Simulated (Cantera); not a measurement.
A Cantera script and its output.

```python
import numpy as np
import cantera as ct

gas = ct.Solution("gri30.yaml")
gas.TPX = 1600, 2666, {'CH4': 1, 'N2': 150}
inlet = ct.Reservoir(gas, clone=True)

reactor = ct.IdealGasConstPressureReactor(gas, energy="off", clone=False)
exhaust = ct.Reservoir(gas, clone=True)
tau = [0.47, 0.28, 0.17, 0.1, 0.061, 0.036, 0.022, 0.013, 0.0078][0]
for a, b in ((inlet, reactor), (reactor, exhaust)):
    ct.MassFlowController(a, b, mdot=lambda t: reactor.mass / tau)
net = ct.ReactorNet([reactor])
show = ['CH4', 'C2H4', 'HCN', 'CH2', 'C2H6', 'C2H']

rows = []
print(f"{'tau/s':>10s}{'T/K':>9s}" + "".join(f"{s:>11s}" for s in show))
for tau in [0.47, 0.28, 0.17, 0.1, 0.061, 0.036, 0.022, 0.013, 0.0078]:
    net.initial_time = 0.0
    net.advance(30 * tau)
    before = gas.X
    net.advance(40 * tau)
    drift = np.max(np.abs(gas.X - before) / (gas.X + 1e-9))
    rows.append([gas.T, *gas[show].X, drift])
    print(f"{tau:10.3e}{gas.T:9.1f}" + "".join(f"{x:11.3e}" for x in gas[show].X))
```

Output:

```
     tau/s      T/K        CH4       C2H4        HCN        CH2       C2H6        C2H
 4.700e-01   1600.0  4.971e-03  1.417e-04  1.146e-07  1.015e-07  1.493e-06  3.427e-09
 2.800e-01   1600.0  5.681e-03  1.254e-04  2.998e-08  8.076e-08  1.380e-06  1.627e-09
 1.700e-01   1600.0  6.187e-03  7.557e-05  5.510e-09  5.251e-08  9.481e-07  5.877e-10
 1.000e-01   1600.0  6.462e-03  2.798e-05  6.899e-10  2.596e-08  4.495e-07  1.528e-10
 6.100e-02   1600.0  6.556e-03  8.382e-06  1.117e-10  1.159e-08  1.832e-07  3.797e-11
 3.600e-02   1600.0  6.592e-03  2.010e-06  2.204e-11  4.582e-09  6.423e-08  7.052e-12
 2.200e-02   1600.0  6.606e-03  4.968e-07  5.920e-12  1.894e-09  2.312e-08  1.095e-12
 1.300e-02   1600.0  6.613e-03  1.073e-07  1.552e-12  7.420e-10  7.463e-09  1.107e-13
 7.800e-03   1600.0  6.617e-03  2.362e-08  4.257e-13  3.046e-10  2.373e-09  9.825e-15
```

Computed with Cantera and GRI-Mech 3.0 (53 species, 325 reactions). GRI-Mech 3.0 stops at C3 and has no aromatics, soot or wall deposition, so with more carbon than oxygen in the feed, carbon stays in small species such as C2H2 where larger ones or solid carbon would form. Radical loss at walls, strong at low pressure, is not modelled.
